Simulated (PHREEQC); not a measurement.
Consider water at 85 °C with 0.0015 mol/kgw CuSO4, 0.037 mol/kgw H2SO4 and 0.3 mol/kgw NaCl. Closed to the air; pH follows from the charge balance.

Computed with PHREEQC (ion-association model, wateq4f.dat).

Each row changes one thing in this solution. No solid was allowed to form.

```
case                                            pH  ionic strength (mol/kgw)  HSO4- (mol/kgw)  SO4-2 (mol/kgw)
--------------------------------------------  ----  ------------------------  ---------------  ---------------
as made                                       1.47                     0.350           0.0296          0.00630
0.0079 mol/kgw KH2PO4 added                   1.53                     0.353           0.0285          0.00695
CuSO4 replaced by MgSO4 at the same molality  1.47                     0.352           0.0294          0.00624
diluted 2-fold with water                     1.74                     0.178           0.0137          0.00436
NaCl left out                                 1.47                    0.0478           0.0341          0.00417
H2SO4 left out                                5.14                     0.303          1.11e-6          0.00104
NaCl replaced by NiCl2 at the same molality   1.42                     0.719           0.0222          0.00531
```

The ionic strength passes 0.7 mol/kgw, the rough limit of the ion-association models, in NaCl replaced by NiCl2 at the same molality. Species that the database lacks are ignored. Some of these states are supersaturated (in Atacamite, Tenorite (slow to form), for instance). H3PO4, which wateq4f.dat lacks, is added to it with the constant of phreeqc.dat. Away from 25 °C the constants follow the database's enthalpies or fits; those with neither stay at their 25 °C values. The database has no phosphate complexes of Cu.
